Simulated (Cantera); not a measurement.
What does this Cantera script print?

```python
import numpy as np
import cantera as ct

gas_names = """
    CL LiCL O3 HCL H O
""".split()
cond_names = """
    LiOH(s) LiOH(L) Li(cr) Li(L)
""".split()


# ... load() reads the species with a 1 bar reference pressure and builds the phases ...
species = {s.name: s for s in load("nasa_gas.yaml", gas_names) + load("nasa_condensed.yaml", cond_names)}
# Each term lists the table entries of one substance; the one whose range holds T is used.
reactions = {
    '3 LiOH + 6 Cl(g) = 3 LiCl(g) + O3(g) + 3 HCl(g)':
        [(-3, ['LiOH(s)', 'LiOH(L)']), (-6, ['CL']), (3, ['LiCL']), (1, ['O3']), (3, ['HCL'])],
    'H(g) + O(g) + Li = LiOH':
        [(-1, ['H']), (-1, ['O']), (-1, ['Li(cr)', 'Li(L)']), (1, ['LiOH(s)', 'LiOH(L)'])],
}


def pick(names, T):
    return next(species[n] for n in names if species[n].thermo.min_temp <= T <= species[n].thermo.max_temp)


results = []
for label, terms in reactions.items():
    print(label)
    print("     T/K   dH/kJ  dS/(J/K)   dG/kJ   log10 K")
    for T in [1475, 1525, 1575, 1625, 1675]:
        used = [(nu, pick(names, T)) for nu, names in terms]
        dH = sum(nu * s.thermo.h(T) for nu, s in used) / 1e6
        dS = sum(nu * s.thermo.s(T) for nu, s in used) / 1e3
        dG = dH - T * dS / 1e3
        logK = -dG * 1e6 / (ct.gas_constant * T * np.log(10))
        results.append((label, T, dH, dS, dG, logK, [s.name for _, s in used]))
        print(f"{T:8g} {dH:8.1f} {dS:8.1f} {dG:8.1f} {logK:8.2f}")
```

It prints:

```
3 LiOH + 6 Cl(g) = 3 LiCl(g) + O3(g) + 3 HCl(g)
     T/K   dH/kJ  dS/(J/K)   dG/kJ   log10 K
    1475   -189.8     71.4   -295.1    10.45
    1525   -195.7     67.5   -298.6    10.23
    1575   -201.4     63.8   -301.8    10.01
    1625   -207.0     60.2   -304.9     9.80
    1675   -212.6     56.9   -307.9     9.60
H(g) + O(g) + Li = LiOH
     T/K   dH/kJ  dS/(J/K)   dG/kJ   log10 K
    1475   -925.3   -237.0   -575.7    20.39
    1525   -924.5   -236.5   -563.9    19.31
    1575   -923.7   -235.9   -552.1    18.31
    1625   -922.9   -235.4   -540.3    17.37
    1675   -922.1   -235.0   -528.6    16.48
```

Cantera with NASA thermochemical tables; ideal gases at 1 bar, condensed phases pure. Condensed species are held in their standard states even where they would react or evaporate.
